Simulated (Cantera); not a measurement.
An isothermal, constant-pressure homogeneous reactor starts with 0.468 % CO, 2.05 % O2, 0.0322 % H2O, 97.5 % N2, equivalence ratio 0.11, at 1225 K and 61000 Pa.

Computed with Cantera and GRI-Mech 3.0 (53 species, 325 reactions).

x: mole fraction; the columns are a selection and need not sum to one.

| t (s) | x CO | x O2 | x H2O | x H2O2 | x NO | x N2O | x CO2 |
|---|---|---|---|---|---|---|---|
| 4.00e-6 | 0.00468 | 0.0205 | 0.000322 | <1e-12 | <1e-12 | <1e-12 | 1.70e-11 |
| 1.23e-5 | 0.00468 | 0.0205 | 0.000322 | <1e-12 | <1e-12 | <1e-12 | 5.24e-11 |
| 3.80e-5 | 0.00468 | 0.0205 | 0.000322 | <1e-12 | <1e-12 | <1e-12 | 1.62e-10 |
| 0.000117 | 0.00468 | 0.0205 | 0.000322 | <1e-12 | <1e-12 | <1e-12 | 4.99e-10 |
| 0.000360 | 0.00468 | 0.0205 | 0.000322 | <1e-12 | <1e-12 | <1e-12 | 1.56e-9 |
| 0.00111 | 0.00468 | 0.0205 | 0.000322 | <1e-12 | <1e-12 | <1e-12 | 5.22e-9 |
| 0.00342 | 0.00468 | 0.0205 | 0.000322 | <1e-12 | <1e-12 | 5.71e-12 | 2.65e-8 |
| 0.0105 | 0.00468 | 0.0205 | 0.000322 | 7.53e-12 | <1e-12 | 2.39e-10 | 8.26e-7 |
| 0.0324 | [?] | 0.0196 | 0.000295 | 1.04e-8 | 3.80e-8 | 4.03e-7 | 0.00138 |
| 0.0999 | [?] | 0.0184 | 0.000315 | 4.67e-9 | 2.96e-7 | 9.82e-7 | 0.00416 |
| 0.308 | [?] | 0.0182 | 0.000320 | 7.63e-10 | 4.15e-7 | 1.10e-6 | 0.00463 |
| 0.948 | [?] | 0.0182 | 0.000322 | 9.65e-11 | 4.55e-7 | 9.85e-7 | 0.00468 |
| 2.92 | [?] | 0.0182 | 0.000322 | 1.49e-11 | 4.69e-7 | 5.88e-7 | 0.00469 |
| 9.00 | [?] | 0.0182 | 0.000322 | 3.76e-12 | 4.75e-7 | 1.19e-7 | 0.00469 |

Some entries are withheld; supply them.


- 0.0324, x CO: 0.00330
- 0.0999, x CO: 0.000528
- 0.308, x CO: 6.15e-5
- 0.948, x CO: 5.64e-6
- 2.92, x CO: 3.73e-7
- 9.00, x CO: 1.42e-8
